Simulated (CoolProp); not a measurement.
Vapour pressure (MPa) of CF4 (R14): the reference equation beside estimates from Tc = -45.8 °C, pc = 3.762 MPa, ω = 0.178. Clausius-Clapeyron is anchored at -87.75 °C with a constant enthalpy of vaporisation of 9.328 kJ/mol.

The numbers come from the reference Helmholtz-energy equation of state, Platzer 1990 in CoolProp. This equation is an older, rougher fit; its heat capacities, sound speeds and derivatives of the liquid may be far off and weren't checked against measurements.

```
T (°C)   reference  Lee-Kesler  Clausius-Clapeyron  Soave-Redlich-Kwong  Peng-Robinson
-------  ---------  ----------  ------------------  -------------------  -------------
-106.15     0.3785      0.3826              0.4545               0.3829         0.3802
-103.05     0.4427      0.4479              0.5137               0.4485         0.4447
-100.05     0.5123      0.5184              0.5759               0.5196         0.5147
-96.95      0.5925      0.5996              0.6455               0.6016         0.5955
-93.85      0.6815      0.6897              0.7206               0.6929         0.6853
-90.85      0.7768      0.7860              0.7987               0.7905         0.7815
-87.75      0.8853      0.8953              0.8853               0.9017         0.8911
-84.75       1.001       1.011              0.9748                1.020          1.008
-81.65       1.131       1.142               1.073                1.153          1.140
-78.55       1.273       1.285               1.178                1.299          1.284
-75.55       1.423       1.436               1.286                1.452          1.436
-72.45       1.592       1.604               1.404                1.624          1.607
-69.45       1.768       1.781               1.525                1.804          1.786
-66.35       1.966       1.979               1.656                2.004          1.985
```

Absolute difference from the reference over all 14 rows, mean and median: Lee-Kesler 1.0 and 1.0 %, Clausius-Clapeyron 9.4 and 9.3 %, Soave-Redlich-Kwong 1.8 and 1.9 %, Peng-Robinson 0.7 and 0.7 %.
